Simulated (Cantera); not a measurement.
Catalytic stagnation flow on Pt

A jet of CH4 : O2 : N2 = 0.015 : 0.17 : 0.79 (molar parts), equivalence ratio 0.18 at 300 K and 0.0296 atm hits a platinum plate 2.6 cm away at a mass flux of 0.16 kg/m²/s; the plate temperature is set and raised in steps from an oxygen-covered start.

Model: Deutschmann's 1995 Pt surface mechanism with GRI-Mech 3.0 gas chemistry, integrated in Cantera. Catalytic surfaces can have several steady states; this one follows from the mechanism file's or the stated starting coverage.

```csv
plate T (K),wall x CH4,wall x O2,wall x H2O,wall x OH,wall x CO,wall x CO2,θ free Pt,θ O*
950,0.0129,0.169,0.00456,6.09e-8,7.22e-6,0.00299,0.302,0.698
1000,0.0118,0.167,0.00657,1.82e-7,9.01e-6,0.00431,0.373,0.627
1050,0.0107,0.164,0.00859,4.73e-7,1.10e-5,0.00565,0.443,0.556
1100,0.00972,0.162,0.0105,1.10e-6,1.31e-5,0.00689,0.511,0.488
1150,0.00881,0.160,0.0121,2.31e-6,1.57e-5,0.00799,0.576,0.424
1200,0.00803,0.159,0.0135,4.49e-6,1.88e-5,0.00892,0.636,0.364
1250,0.00742,0.157,0.0146,8.11e-6,2.29e-5,0.00967,0.691,0.308
```
x: mole fraction at the wall; θ: surface coverage.
